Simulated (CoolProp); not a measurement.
Vapour-liquid equilibrium of carbon dioxide (1) + C2F6 (R116) (2) at -38.35 °C; x and y are mole fractions of (1).

Computed with CoolProp (multi-fluid Helmholtz-energy mixture model, Span 1996 and Lemmon 2006; pair parameters Bell 2016).

```json
[
 {"x": "0.05", "bubble pressure (kPa)": "651.0", "y at the bubble point": "0.144", "dew pressure at overall composition x (kPa)": "598.2", "liquid density (mol/L)": "10.51"},
 {"x": "0.15", "bubble pressure (kPa)": "805.2", "y at the bubble point": "0.353", "dew pressure at overall composition x (kPa)": "654.9", "liquid density (mol/L)": "11.16"},
 {"x": "0.25", "bubble pressure (kPa)": "940.3", "y at the bubble point": "0.488", "dew pressure at overall composition x (kPa)": "722.1", "liquid density (mol/L)": "11.90"},
 {"x": "0.35", "bubble pressure (kPa)": "1045", "y at the bubble point": "0.577", "dew pressure at overall composition x (kPa)": "802.6", "liquid density (mol/L)": "12.75"},
 {"x": "0.45", "bubble pressure (kPa)": "1118", "y at the bubble point": "0.637", "dew pressure at overall composition x (kPa)": "899.2", "liquid density (mol/L)": "13.76"},
 {"x": "0.55", "bubble pressure (kPa)": "1164", "y at the bubble point": "0.682", "dew pressure at overall composition x (kPa)": "1013", "liquid density (mol/L)": "14.97"},
 {"x": "0.65", "bubble pressure (kPa)": "1190", "y at the bubble point": "0.719", "dew pressure at overall composition x (kPa)": "1132", "liquid density (mol/L)": "16.46"},
 {"x": "0.75", "bubble pressure (kPa)": "1201", "y at the bubble point": "0.757", "dew pressure at overall composition x (kPa)": "1200", "liquid density (mol/L)": "18.31"},
 {"x": "0.85", "bubble pressure (kPa)": "1191", "y at the bubble point": "0.808", "dew pressure at overall composition x (kPa)": "1171", "liquid density (mol/L)": "20.61"},
 {"x": "0.95", "bubble pressure (kPa)": "1135", "y at the bubble point": "0.907", "dew pressure at overall composition x (kPa)": "1104", "liquid density (mol/L)": "23.50"}
]
```

y crosses x between x = 0.75 and 0.85: the model has an azeotrope there.

Pair parameters are fitted to limited data, so mixtures are less certain than the pure fluids.
